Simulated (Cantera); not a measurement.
Cantera run:

```python
import numpy as np
import cantera as ct

gas_names = """
    B BCL BCLF BCL2 BCL3 BF BF2 BF3 BN BO BOCL BOF BOF2 BO2 B2 B2O B2O2 B2O3 B3O3CL3 B3O3F3 CL CLF CLF3
    CLO CL2 F FO FO2 F2 F2O N NF NF2 NF3 NO NO2 NO3 N2 N2O O O2 O3
""".split()
cond_names = """
    B(b) B(L) BN(s) B2O3(L)
""".split()


# ... load() reads the species with a 1 bar reference pressure and builds the phases ...
atoms = {
    'B2O3': {'B': 2, 'O': 3},
    'NF3': {'N': 1, 'F': 3},
    'O2': {'O': 2},
    'BCl3': {'B': 1, 'CL': 3},
}
top_T = {'BN(s)': 3200}  # K; cautious upper limits of use, not melting points


# ... equilibrate(T, P, feed) seeds the gas with the atoms and calls Mixture.equilibrate('TP', solver="vcs", rtol=1e-11, max_steps=5000) ...
results = []
feed = {'B2O3': 1, 'NF3': 2, 'O2': 8.2, 'BCl3': 4.4}  # mol
T = 1873.15  # K
P = 133.322  # Pa
mix = equilibrate(T, P, feed)
results.append((T, P, feed, dict(zip(mix.species_names, mix.species_moles))))
print(gas.report(threshold=0.001))
for i in range(1, mix.n_phases):
    print(f"{mix.phase(i).name:16s} {mix.phase_moles(i):12.5e} mol")
```

It prints:

```
       temperature   1873.2 K
          pressure   133.32 Pa
           density   0.0003159 kg/m^3
  mean mol. weight   36.902 kg/kmol
   phase of matter   gas

                          1 kg             1 kmol
                     ---------------   ---------------
          enthalpy       -7.4544e+05       -2.7508e+07  J
   internal energy       -1.1675e+06       -4.3083e+07  J
           entropy            8538.7         3.151e+05  J/K
    Gibbs function        -1.674e+07       -6.1773e+08  J
 heat capacity c_p            951.75             35122  J/K
 heat capacity c_v            726.44             26807  J/K

                      mass frac. Y      mole frac. X     chem. pot. / RT
                     ---------------   ---------------   ---------------
              BOCL         0.0035598           0.00211           -67.951
               BOF           0.27769            0.2237           -79.816
               BO2         0.0055241          0.004762           -64.145
              B2O3         0.0076154         0.0040367           -109.99
                CL            0.4676           0.48675           -22.105
               CL2          0.003137         0.0016328            -44.21
                NO        0.00098103         0.0012065           -36.623
                N2          0.027853           0.03669           -36.647
                 O         0.0013646         0.0031475           -18.299
                O2           0.20443           0.23576           -36.598
     [  +32 minor]        0.00024749        0.00019568

B(b)              0.00000e+00 mol
BN(s)             0.00000e+00 mol
B2O3(L)           0.00000e+00 mol
```

Cantera equilibrium calculation (NASA polynomials, part measured and part estimated; ideal gas, pure solids and liquids). The tables' values for BOCl are old estimates; treat these amounts as uncertain.
